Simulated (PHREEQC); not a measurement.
# Nickel, zinc or cadmium bath (model solution)

Make-up at 75 °C: 73 mmol/kgw ZnCl2, 0.2 mmol/kgw NaOH and 6.3 mmol/kgw MnSO4. Closed to the air; pH follows from the charge balance.

Equilibrium calculation in PHREEQC: ion-association model, phreeqc.dat.

The pH is 5.61 and the ionic strength is 0.173 mol/kgw. The density comes out as 0.984 g/cm³ and the total alkalinity is 0.200 meq/kg.

| species | molality | activity | log γ |
|---|---|---|---|
| Cl- | 0.116 | 0.0816 | -0.153 |
| Zn+2 | 0.0430 | 0.0121 | -0.552 |
| ZnCl+ | 0.0248 | 0.0175 | -0.150 |
| Mn+2 | 0.00509 | 0.00157 | -0.510 |
| ZnSO4 | 0.00293 | 0.00304 | 0.017 |
| SO4-2 | 0.00281 | 0.000774 | -0.559 |
| ZnCl2 | 0.00171 | 0.00178 | 0.017 |
| MnCl+ | 0.000719 | 0.000523 | -0.138 |

Precipitation was switched off in this run. Species that the database lacks are ignored. Constants without temperature data keep their 25 °C values here.
